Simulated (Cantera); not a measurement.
Mixture: H2 : O2 : N2 = 1 : 0.538 : 2.02 (molar parts), equivalence ratio 0.93, at 580000 Pa, adiabatic and at constant pressure. Ignition delay is the time to a rise of 400 K.

Model: the H2/O2 subset of GRI-Mech 3.0, which has no nitrogen chemistry, integrated in Cantera. The hydrogen kinetics of GRI-Mech 3.0 are dated; newer H2 mechanisms differ, most at raised pressure. Where the delays flatten at high temperature, the 400 K rule measures the pace of heat release, not the induction time.

**Question.** Predict: delay at 1225 K; delay at 1425 K; delay at 1625 K; delay at 1825 K; delay at 2025 K.

**Answer.** 
| Item | Value |
|---|---|
| delay at 1225 K | 11.6 µs |
| delay at 1425 K | 3.21 µs |
| delay at 1625 K | 1.75 µs |
| delay at 1825 K | 1.26 µs |
| delay at 2025 K | 1.11 µs |
